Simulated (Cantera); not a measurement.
A Cantera script and its output.

```python
import numpy as np
import cantera as ct

gas = ct.Solution("gri30.yaml")
gas.TPX = 1975, 24000, {'NO': 1, 'N2': 0.36}
inlet = ct.Reservoir(gas, clone=True)

reactor = ct.IdealGasConstPressureReactor(gas, energy="off", clone=False)
exhaust = ct.Reservoir(gas, clone=True)
tau = [3.4, 1.3, 0.47, 0.18, 0.065, 0.024, 0.009, 0.0034, 0.0012, 0.00046][0]
for a, b in ((inlet, reactor), (reactor, exhaust)):
    ct.MassFlowController(a, b, mdot=lambda t: reactor.mass / tau)
net = ct.ReactorNet([reactor])
show = ['NO', 'N2O', 'O2', 'O', 'N2']

rows = []
print(f"{'tau/s':>10s}{'T/K':>9s}" + "".join(f"{s:>11s}" for s in show))
for tau in [3.4, 1.3, 0.47, 0.18, 0.065, 0.024, 0.009, 0.0034, 0.0012, 0.00046]:
    net.initial_time = 0.0
    net.advance(30 * tau)
    before = gas.X
    net.advance(40 * tau)
    drift = np.max(np.abs(gas.X - before) / (gas.X + 1e-9))
    rows.append([gas.T, *gas[show].X, drift])
    print(f"{tau:10.3e}{gas.T:9.1f}" + "".join(f"{x:11.3e}" for x in gas[show].X))
```

Output:

```
     tau/s      T/K         NO        N2O         O2          O         N2
 3.400e+00   1975.0  2.952e-01  3.214e-05  2.194e-01  5.401e-04  4.845e-01
 1.300e+00   1975.0  4.579e-01  8.025e-05  1.381e-01  4.389e-04  4.031e-01
 4.700e-01   1975.0  6.032e-01  1.458e-04  6.554e-02  3.210e-04  3.305e-01
 1.800e-01   1975.0  6.801e-01  1.913e-04  2.720e-02  2.340e-04  2.921e-01
 6.500e-02   1975.0  7.150e-01  2.128e-04  9.803e-03  1.791e-04  2.746e-01
 2.400e-02   1975.0  7.278e-01  2.131e-04  3.450e-03  1.511e-04  2.682e-01
 9.000e-03   1975.0  7.325e-01  1.940e-04  1.146e-03  1.326e-04  2.659e-01
 3.400e-03   1975.0  7.342e-01  1.527e-04  3.231e-04  1.101e-04  2.651e-01
 1.200e-03   1975.0  7.349e-01  9.287e-05  5.512e-05  7.299e-05  2.648e-01
 4.600e-04   1975.0  7.352e-01  4.677e-05  6.776e-06  3.712e-05  2.647e-01
```

Model: GRI-Mech 3.0 (53 species, 325 reactions), integrated in Cantera.
